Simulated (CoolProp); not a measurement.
Values from CoolProp's reference Helmholtz-energy equation of state, Lemmon 2006. It is a short technical equation, of lower accuracy than the large ones.

Question: Give the vapour pressure (MPa), liquid density (kg/m³), vapour density (kg/m³), liquid cp (kJ/(kg K)) of saturated carbonyl sulfide at -60.35, 24.45 °C.

Answer: 
```csv
T (°C),p (MPa),liquid density (kg/m³),vapour density (kg/m³),liquid cp (kJ/(kg K))
-60.35,0.0616,1200,2.13,1.17
24.45,1.26,992,36.7,1.37
```
